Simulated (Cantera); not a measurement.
An adiabatic, constant-volume homogeneous reactor starts with H₂ : O₂ : N₂ = 1 : 0.806 : 3.03 (molar parts), equivalence ratio 0.62, at 975 K and 3.20 bar. Integrator tolerance rtol = 1e-08.

Computed with Cantera and the H2/O2 subset of GRI-Mech 3.0, which has no nitrogen chemistry. The hydrogen kinetics of GRI-Mech 3.0 are dated; newer H2 mechanisms differ, most at raised pressure.

**Question.** What does this change do: pressure from 3.20 bar to 24.0 bar?

**Answer.** 
```tsv
quantity	before	after
time of steepest temperature rise	26.0 ms	11.6 ms
temperature at 5.00 s	2671 K	2728 K
equilibrium temperature	2671 K	2728 K
x(H₂) at 5.00 s	0.00386 (gas-phase equilibrium 0.00386)	0.00181 (gas-phase equilibrium 0.00181)
x(O₂) at 5.00 s	0.0668 (gas-phase equilibrium 0.0668)	0.0677 (gas-phase equilibrium 0.0677)
x(OH) at 5.00 s	0.0157 (gas-phase equilibrium 0.0157)	0.0112 (gas-phase equilibrium 0.0112)
x(O) at 5.00 s	0.00294 (gas-phase equilibrium 0.00294)	0.00137 (gas-phase equilibrium 0.00137)
x(H) at 5.00 s	0.00113 (gas-phase equilibrium 0.00113)	0.000347 (gas-phase equilibrium 0.000347)
x(HO₂) at 5.00 s	2.26e-5 (gas-phase equilibrium 2.26e-5)	4.37e-5 (gas-phase equilibrium 4.37e-5)
```
The pressure lies above the range GRI-Mech 3.0 was tuned for (to about 10 atm).

**Question.** What does this change do: initial temperature 975 to 1150 K?

**Answer.** 
```csv
quantity,before,after
time of steepest temperature rise,26.0 ms,29.5 µs
temperature at 5.00 s,2671 K,2759 K
equilibrium temperature,2671 K,2759 K
x(H₂) at 5.00 s,0.00386 (gas-phase equilibrium 0.00386),0.00581 (gas-phase equilibrium 0.00581)
x(O₂) at 5.00 s,0.0668 (gas-phase equilibrium 0.0668),0.0658 (gas-phase equilibrium 0.0658)
x(OH) at 5.00 s,0.0157 (gas-phase equilibrium 0.0157),0.0202 (gas-phase equilibrium 0.0202)
x(O) at 5.00 s,0.00294 (gas-phase equilibrium 0.00294),0.00450 (gas-phase equilibrium 0.00450)
x(H) at 5.00 s,0.00113 (gas-phase equilibrium 0.00113),0.00205 (gas-phase equilibrium 0.00205)
x(HO₂) at 5.00 s,2.26e-5 (gas-phase equilibrium 2.26e-5),2.60e-5 (gas-phase equilibrium 2.60e-5)
```
